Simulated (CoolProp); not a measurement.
Model: reference Helmholtz-energy equation of state, Bücker 2006, in CoolProp.

For n-butane, give the phase and the speed of sound (m/s), viscosity (µPa s) at 465 K and 37.9 kPa; 465 K and 213 kPa; 465 K and 1200 kPa.


- 465 K and 37.9 kPa: gas; speed of sound 265, viscosity 11.4
- 465 K and 213 kPa: gas; speed of sound 263, viscosity 11.5
- 465 K and 1200 kPa: gas; speed of sound 247, viscosity 11.7

Viscosity comes from a separate model (Vogel 1999).
